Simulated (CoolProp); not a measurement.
Chloromethane (R40) along the isobar 347 bar: fugacity coefficient from the reference equation and from simpler models built on Tc = 418.6 K, pc = 69.29 bar, ω = 0.150; each cubic takes its own stable root.

Model: reference Helmholtz-energy equation of state, Thol 2014, in CoolProp.

| T (K) | phase | reference | van der Waals | Soave-Redlich-Kwong | Peng-Robinson |
|---|---|---|---|---|---|
| 411.1 | liquid | 0.2144 | 0.3019 | 0.2378 | 0.2148 |
| 417 | liquid | 0.2283 | 0.3127 | 0.2533 | 0.2288 |
| 423 | supercritical | 0.2427 | 0.3237 | 0.2694 | 0.2434 |
| 428.9 | supercritical | 0.2571 | 0.3345 | 0.2854 | 0.2580 |
| 434.8 | supercritical | 0.2718 | 0.3453 | 0.3017 | 0.2728 |
| 440.7 | supercritical | 0.2866 | 0.3561 | 0.3181 | 0.2878 |
| 446.7 | supercritical | 0.3019 | 0.3671 | 0.3349 | 0.3032 |
| 452.6 | supercritical | 0.3170 | 0.3778 | 0.3516 | 0.3185 |
| 458.5 | supercritical | 0.3322 | 0.3886 | 0.3684 | 0.3338 |
| 464.4 | supercritical | 0.3476 | 0.3992 | 0.3851 | 0.3492 |
| 470.4 | supercritical | 0.3632 | 0.4101 | 0.4022 | 0.3648 |
| 476.3 | supercritical | 0.3786 | 0.4206 | 0.4190 | 0.3802 |
| 482.2 | supercritical | 0.3940 | 0.4312 | 0.4356 | 0.3955 |
| 488.1 | supercritical | 0.4093 | 0.4416 | 0.4522 | 0.4108 |
| 494.1 | supercritical | 0.4249 | 0.4522 | 0.4690 | 0.4262 |
| 500 | supercritical | 0.4401 | 0.4625 | 0.4853 | 0.4413 |
